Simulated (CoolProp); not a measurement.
Nitrous oxide along the isobar 4030 kPa: density (kg/m³) from the reference equation and from simpler models built on Tc = 309.5 K, pc = 7245 kPa, ω = 0.161; each cubic takes its own stable root.

Computed with CoolProp (reference Helmholtz-energy equation of state, Lemmon 2006). It is a short technical equation, of lower accuracy than the large ones.

```csv
T (K),phase,reference
213.7,liquid,1148
227,liquid,1105
240.2,liquid,1058
253.5,liquid,1006
266.7,liquid,947.2
279.9,liquid,874.4
293.2,gas,102.6
306.4,gas,91.21
319.7,gas,83.17
332.9,gas,77.03
346.1,gas,72.05
359.4,gas,67.85
372.6,gas,64.27
385.9,gas,61.12
399.1,gas,58.36
412.3,gas,55.88
```

Q: How far does each simpler model (van der Waals, Soave-Redlich-Kwong, Peng-Robinson) lie from the reference over these 16 states: mean and median of the absolute difference, and the worst?

A: 
- van der Waals: mean 18.3 %, median 3.2 %, worst -87.9 % at 279.9 K and 4030 kPa
- Soave-Redlich-Kwong: mean 3.8 %, median 0.6 %, worst -13.3 % at 279.9 K and 4030 kPa
- Peng-Robinson: mean 2.2 %, median 1.7 %, worst +5.2 % at 213.7 K and 4030 kPa

At some of these states van der Waals gives the other phase, because its saturation line lies elsewhere.
